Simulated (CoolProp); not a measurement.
Properties of CHF3 (R23) along the isotherm 475 K (Tc = 299.3 K, pc = 48.32 bar, ω = 0.263).

The numbers come from the reference Helmholtz-energy equation of state, Penoncello 2003 in CoolProp.

| p (bar) | phase | density (kg/m³) | isothermal compressibility (1/MPa) | viscosity (µPa s) | conductivity (mW/(m K)) |
|---|---|---|---|---|---|
| 12.1 | gas | 21.78 | 0.8390 | 22.7 | 24.2 |
| 24.2 | gas | 44.22 | 0.4255 | 22.8 | 25.5 |
| 36.2 | gas | 67.11 | 0.2882 | 23.1 | 26.7 |
| 48.3 | gas | 90.83 | 0.2186 | 23.4 | 28.0 |
| 60.4 | supercritical | 115.1 | 0.1765 | 23.9 | 29.3 |
| 72.5 | supercritical | 140.0 | 0.1483 | 24.4 | 30.7 |
| 84.6 | supercritical | 165.3 | 0.1277 | 25.0 | 32.1 |
| 96.6 | supercritical | 190.9 | 0.1122 | 25.7 | 33.5 |
| 109 | supercritical | 217.6 | 0.09932 | 26.5 | 35.0 |
| 121 | supercritical | 243.5 | 0.08907 | 27.4 | 36.5 |

Viscosity comes from a separate model (Shan 2000). Thermal conductivity comes from a separate model (Shan 2000).
